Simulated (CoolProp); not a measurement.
Properties of water along the isobar 28.1 MPa.

The numbers come from the reference Helmholtz-energy equation of state, Wagner 2002 in CoolProp.

```
T (°C)   phase  expansivity (1/kK)  viscosity (µPa s)
------  ------  ------------------  -----------------
90.95   liquid              0.6655                318
97.75   liquid              0.6971                296
104.55  liquid              0.7283                276
111.45  liquid              0.7598                258
118.25  liquid              0.7908                243
125.15  liquid              0.8223                229
131.95  liquid              0.8536                217
138.75  liquid              0.8852                206
145.65  liquid              0.9179                195
152.45  liquid              0.9507                186
159.35  liquid              0.9849                178
166.15  liquid               1.019                170
172.95  liquid               1.055                164
179.85  liquid               1.093                157
186.65  liquid               1.131                151
```

Viscosity comes from a separate model (Huber 2009).
